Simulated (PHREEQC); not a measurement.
0.65 g of hydrous ferric oxide (600 m²/g; 0.2 weak and 0.005 strong sites per Fe, Dzombak-Morel constants, diffuse double layer) in 1 kg of water with 0.3 mol/kgw of an inert sodium salt, at 25 °C; the pH is set by adding NaOH or the inert anion's acid. O2 is buffered at 0.21 atm. CO2 from the air is kept out. Precipitation was switched off in this run.

Equilibrium calculation in PHREEQC: ion-association model, wateq4f.dat.

| pH | surface charge σ (C/m²) | surface potential ψ (mV) |
|---|---|---|
| 3 | 0.368 | 125 |
| 3.5 | 0.363 | 125 |
| 4 | 0.349 | 123 |
| 4.5 | 0.318 | 118 |
| 5 | 0.269 | 110 |
| 5.5 | 0.210 | 98 |
| 6 | 0.154 | 83 |
| 6.5 | 0.106 | 65 |
| 7 | 0.066 | 46 |
| 7.5 | 0.034 | 26 |
| 8 | 0.006 | 5 |
| 8.5 | -0.021 | -17 |
| 9 | -0.051 | -38 |
| 9.5 | -0.087 | -57 |
| 10 | -0.132 | -75 |
| 10.5 | -0.185 | -91 |
| 11 | -0.244 | -105 |

The oxide is taken as insoluble; below pH 4 it would dissolve.
